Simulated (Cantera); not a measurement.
**Si₃N₄ + N₂ (sublimation and decomposition of ceramics)**

Input: 1 mol Si₃N₄, 0.072 mol N₂, equilibrated at 100 Torr.

Equilibrium computed with Cantera from the NASA thermochemical tables; the gas is ideal and each condensed phase is pure. Candidate condensed phases: Si, Si₃N₄; 7 gas species. The tables' values for SiN are old estimates; treat these amounts as uncertain. Equilibrium is a limit: real reactors are often held back by kinetics, nucleation or transport.

From 2048 K to 2848 K the condensed part is Si(l). At 2948 K nothing is condensed. The main Si-bearing gas is Si throughout.

```tsv
T (K)	x N₂	x Si	x Si₂	x SiN	x Si₂N	x Si₃	x N	n Si(l)
2048	0.999	0.000567	6.58e-6	4.82e-5	6.05e-5	1.38e-6	4.86e-9	3.00
2148	0.998	0.00165	2.38e-5	0.000113	0.000130	4.76e-6	1.81e-8	3.00
2248	0.995	0.00436	7.66e-5	0.000245	0.000260	1.46e-5	5.97e-8	2.99
2348	0.988	0.0106	0.000222	0.000495	0.000488	4.08e-5	1.78e-7	2.97
2448	0.974	0.0239	0.000591	0.000941	0.000864	0.000104	4.83e-7	2.94
2548	0.945	0.0506	0.00145	0.00169	0.00145	0.000246	1.20e-6	2.87
2648	0.890	0.101	0.00332	0.00284	0.00229	0.000543	2.76e-6	2.73
2748	0.792	0.192	0.00713	0.00448	0.00340	0.00113	5.76e-6	2.42
2848	0.624	0.348	0.0145	0.00640	0.00459	0.00222	1.07e-5	1.68
2948	0.419	0.544	0.0226	0.00733	0.00446	0.00301	1.75e-5	0
```
x: gas mole fraction; n: condensed amount in mol.
